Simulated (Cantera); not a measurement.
A perfectly stirred reactor is fed with CH4 : CO2 = 1 : 1.1 (molar parts), at 3750 Torr; it is held at 1375 K, and followed from long to short residence time.

Model: GRI-Mech 3.0 (53 species, 325 reactions), integrated in Cantera.

x: mole fraction; the columns are a selection and need not sum to one.

| τ (s) | x CH4 | x CO2 | x CH2 | x O | x H |
|---|---|---|---|---|---|
| 0.76 | 0.395 | 0.473 | 4.07e-11 | <1e-12 | ___ |
| 0.32 | 0.437 | 0.505 | 3.46e-11 | <1e-12 | ___ |
| 0.14 | 0.458 | 0.517 | 3.49e-11 | <1e-12 | ___ |
| 0.058 | 0.469 | 0.522 | 3.35e-11 | <1e-12 | ___ |
| 0.025 | 0.473 | 0.523 | 2.83e-11 | <1e-12 | ___ |
| 0.010 | 0.475 | 0.524 | 2.07e-11 | <1e-12 | ___ |
| 0.0044 | 0.476 | 0.524 | 1.54e-11 | <1e-12 | ___ |
| 0.0019 | 0.476 | 0.524 | 1.20e-11 | <1e-12 | ___ |

### Question
Fill in the missing entries.

### Answer

- 0.76, x H: 1.32e-7
- 0.32, x H: 7.78e-8
- 0.14, x H: 3.99e-8
- 0.058, x H: 1.68e-8
- 0.025, x H: 7.09e-9
- 0.010, x H: 3.30e-9
- 0.0044, x H: 2.20e-9
- 0.0019, x H: 1.80e-9
